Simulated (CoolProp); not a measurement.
Nitrogen along the isotherm 131.8 K: Z from the reference equation and from simpler models built on Tc = 126.2 K, pc = 3.396 MPa, ω = 0.037; each cubic takes its own stable root.

Computed with CoolProp (reference Helmholtz-energy equation of state, Span 2000).

| p (MPa) | phase | reference |
|---|---|---|
| 1.54 | gas | 0.8538 |
| 3.09 | gas | 0.6539 |
| 4.63 | supercritical | 0.3111 |
| 6.17 | supercritical | 0.3260 |
| 7.72 | supercritical | 0.3768 |
| 9.26 | supercritical | 0.4307 |
| 10.8 | supercritical | 0.4850 |
| 12.3 | supercritical | 0.5376 |
| 13.9 | supercritical | 0.5932 |
| 15.4 | supercritical | 0.6447 |
| 17 | supercritical | 0.6991 |

Task: How far does each simpler model (van der Waals, Soave-Redlich-Kwong) lie from the reference over these 11 states: mean and median of the absolute difference, and the worst?

Result: 
- van der Waals: mean 21.5 %, median 27.2 %, worst +27.2 % at 131.8 K and 9.26 MPa
- Soave-Redlich-Kwong: mean 4.7 %, median 3.5 %, worst +13.0 % at 131.8 K and 4.63 MPa
